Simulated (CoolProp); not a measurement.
Octamethyltrisiloxane (MDM) at 250.15 K and 4.46 MPa is throttled through a valve to 2.41 MPa with no heat exchange. Each further row changes one setting.

The numbers come from the reference Helmholtz-energy equation of state, Thol 2017 in CoolProp.

```tsv
case	temperature change (K)	final density (kg/m³)
as stated	(withheld)	(withheld)
outlet pressure 0.723 MPa	(withheld)	(withheld)
outlet pressure 3.13 MPa	+0.7	(withheld)
```

Task: What belongs in the gaps?

Result: 
- as stated, temperature change (K): +1.0
- as stated, final density (kg/m³): 864
- outlet pressure 0.723 MPa, temperature change (K): +1.8
- outlet pressure 0.723 MPa, final density (kg/m³): 862
- outlet pressure 3.13 MPa, final density (kg/m³): 865
